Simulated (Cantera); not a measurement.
**Thermodynamics of nitride etching, feed Si3N4 + Cl2**

Input: 1 mol Si3N4, a varied amount of Cl2, at 75.0 Torr.

Cantera equilibrium calculation (NASA polynomials, part measured and part estimated; ideal gas, pure solids and liquids). Candidate condensed phases: Si, Si3N4; 13 gas species. Mutual solubility and eutectic melting of coexisting phases are not modelled. The tables' values for SiCl3 are old estimates. Rates play no part.

Stable condensed phases:

```
T in °C \ n(Cl2) in mol
         1.6 2.3 3.3 4.8 6.9 9.8  14  20  29
   1827    A   A   B   B   B   B   B   B   B
   1727    A   A   B   B   B   B   B   B   B
   1627    C   C   B   B   B   B   B   B   B
   1527    D   D   B   B   B   B   B   B   B
   1427    D   D   D   B   B   B   B   B   B
   1327    D   D   D   B   B   B   B   B   B
   1227    D   D   D   D   B   B   B   B   B
   1127    D   D   D   D   B   B   B   B   B
   1027    D   D   D   D   B   B   B   B   B
    927    D   D   D   D   B   B   B   B   B
    827    D   D   D   D   B   B   B   B   B
    727    D   D   D   D   B   B   B   B   B
    627    D   D   D   D   B   B   B   B   B
    527    D   D   D   D   B   B   B   B   B
```

A: Si; B: gas only; C: Si + Si3N4; D: Si3N4.
